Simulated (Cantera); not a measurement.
# Equilibrium for roasting and sulfation: FeS₂ + H₂S + N₂

Feed: 1 mol FeS₂, 2 mol H₂S, 0.69 mol N₂, at 10.0 mbar.

Method: chemical equilibrium by Gibbs-energy minimisation in Cantera with the NASA 1993 tables (ideal gas, pure condensed phases). Candidate condensed phases: Fe, FeS, FeS₂, S; 16 gas species. FeS: taken at fixed stoichiometry. Gases not in the tables: S₃ to S₇. Kinetics and transport are ignored.

```json
[
 {"T (K)": "775", "x H₂S": "0.713", "x H₂": "0.0220", "x S₂": "0.0110", "x N₂": "0.254", "x SH": "9.40e-7", "x S": "3.91e-12", "n FeS₂(s)": "1.00", "n FeS(s)": "0", "n FeS(l)": "0"},
 {"T (K)": "875", "x H₂S": "0.597", "x H₂": "0.0231", "x S₂": "0.166", "x N₂": "0.214", "x SH": "1.41e-5", "x S": "6.92e-10", "n FeS₂(s)": "0", "n FeS(s)": "1.00", "n FeS(l)": "0"},
 {"T (K)": "975", "x H₂S": "0.536", "x H₂": "0.0693", "x S₂": "0.186", "x N₂": "0.209", "x SH": "7.39e-5", "x S": "1.53e-8", "n FeS₂(s)": "0", "n FeS(s)": "1.00", "n FeS(l)": "0"},
 {"T (K)": "1075", "x H₂S": "0.435", "x H₂": "0.146", "x S₂": "0.218", "x N₂": "0.201", "x SH": "0.000273", "x S": "1.98e-7", "n FeS₂(s)": "0", "n FeS(s)": "1.00", "n FeS(l)": "0"},
 {"T (K)": "1175", "x H₂S": "0.319", "x H₂": "0.234", "x S₂": "0.255", "x N₂": "0.191", "x SH": "0.000761", "x S": "1.68e-6", "n FeS₂(s)": "0", "n FeS(s)": "1.00", "n FeS(l)": "0"},
 {"T (K)": "1275", "x H₂S": "0.218", "x H₂": "0.311", "x S₂": "0.287", "x N₂": "0.183", "x SH": "0.00169", "x S": "1.01e-5", "n FeS₂(s)": "0", "n FeS(s)": "1.00", "n FeS(l)": "0"},
 {"T (K)": "1375", "x H₂S": "0.144", "x H₂": "0.366", "x S₂": "0.310", "x N₂": "0.176", "x SH": "0.00318", "x S": "4.66e-5", "n FeS₂(s)": "0", "n FeS(s)": "1.00", "n FeS(l)": "0"},
 {"T (K)": "1475", "x H₂S": "0.0943", "x H₂": "0.403", "x S₂": "0.325", "x N₂": "0.172", "x SH": "0.00530", "x S": "0.000173", "n FeS₂(s)": "0", "n FeS(s)": "0", "n FeS(l)": "1.000"},
 {"T (K)": "1575", "x H₂S": "0.0631", "x H₂": "0.425", "x S₂": "0.333", "x N₂": "0.170", "x SH": "0.00809", "x S": "0.000538", "n FeS₂(s)": "0", "n FeS(s)": "0", "n FeS(l)": "1.000"},
 {"T (K)": "1675", "x H₂S": "0.0432", "x H₂": "0.438", "x S₂": "0.337", "x N₂": "0.168", "x SH": "0.0116", "x S": "0.00146", "n FeS₂(s)": "0", "n FeS(s)": "0", "n FeS(l)": "1.000"}
]
```
x: gas mole fraction; n: condensed amount in mol.

At 775 K the condensed part is FeS₂(s). From 875 K to 1375 K the condensed part is FeS(s). From 1475 K to 1675 K the condensed part is FeS(l).
